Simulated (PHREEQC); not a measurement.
Make-up at 25 °C: 0.26 mol/kgw CdCl2, 4.8e-05 mol/kgw H3BO3 and 0.0023 mol/kgw H2SO4. Closed to the air; pH follows from the charge balance.

Equilibrium calculation in PHREEQC: ion-association model, wateq4f.dat.

### Question
The ionic strength comes out as 0.248 mol/kgw. What activity coefficients do CdCl3-, CdCl+, Cd+2, Cd(SO4)2-2, H+ get?

### Answer
CdCl3- 0.74, CdCl+ 0.74, Cd+2 0.30, Cd(SO4)2-2 0.30, H+ 0.79.

This is a speciation only: nothing precipitates in the calculation.
